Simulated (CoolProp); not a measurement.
Propylene at 293.15 K and 0.174 MPa flows at 0.061 m/s in a round tube of 6 mm bore and 1.5 µm roughness, fully developed (64/Re and Nu = 3.66 if laminar; Colebrook and Gnielinski if turbulent). Each further row changes one setting.

Model: reference Helmholtz-energy equation of state, Lemmon 2013, in CoolProp.

```json
[
 {"case": "as stated", "Reynolds number": "___", "Darcy friction factor": "___", "pressure drop (Pa/m)": "0.456", "heat-transfer coefficient (W/(m² K))": "10.2", "mass flow (kg/h)": "___"},
 {"case": "velocity 0.122 m/s", "Reynolds number": "269", "Darcy friction factor": "0.238", "pressure drop (Pa/m)": "___", "heat-transfer coefficient (W/(m² K))": "10.2", "mass flow (kg/h)": "___"},
 {"case": "diameter 12 mm", "Reynolds number": "269", "Darcy friction factor": "0.238", "pressure drop (Pa/m)": "0.114", "heat-transfer coefficient (W/(m² K))": "___", "mass flow (kg/h)": "___"}
]
```

**Question.** Complete the blanks.

**Answer.** 
- as stated, Reynolds number: 134
- as stated, Darcy friction factor: 0.476
- as stated, mass flow (kg/h): 0.0192
- velocity 0.122 m/s, pressure drop (Pa/m): 0.912
- velocity 0.122 m/s, mass flow (kg/h): 0.0383
- diameter 12 mm, heat-transfer coefficient (W/(m² K)): 5.08
- diameter 12 mm, mass flow (kg/h): 0.0766

Viscosity comes from a separate model (Huber 2003), an estimate that may be off by 10 % or more. Thermal conductivity comes from a separate model (Huber 2003), an estimate that may be off by 10 % or more.
